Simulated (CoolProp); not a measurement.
Properties of R404A along the isotherm 500 K (Tc = 345.3 K, pc = 3.735 MPa, ω = 0.293).

Computed with CoolProp (reference Helmholtz-energy equation of state, Lemmon 2003). It is a pseudo-pure fit of the blend.

```
p (MPa)          phase       Z  cp (kJ/(kg K))  cv (kJ/(kg K))  speed of sound (m/s)  expansivity (1/kK)  fugacity coefficient
-------  -------------  ------  --------------  --------------  --------------------  ------------------  --------------------
3.73               gas  0.9133           1.255           1.106                 201.4               2.884                0.9149
7.47     supercritical  0.8430           1.359           1.123                 195.6               3.861                0.8419
11.2     supercritical  0.8032           1.453           1.135                 201.4               4.486                0.7832
14.9     supercritical  0.7996           1.504           1.141                 219.0               4.463                0.7394
18.7     supercritical  0.8259           1.515           1.145                 244.8               4.040                0.7082
22.4     supercritical  0.8697           1.508           1.147                 272.8               3.566                0.6888
26.1     supercritical  0.9233           1.495           1.150                 300.8               3.153                0.6779
29.9     supercritical  0.9841           1.483           1.152                 328.7               2.810                0.6735
33.6     supercritical   1.046           1.472           1.154                 354.6               2.542                0.6747
37.3     supercritical   1.110           1.463           1.156                 379.2               2.325                0.6801
```
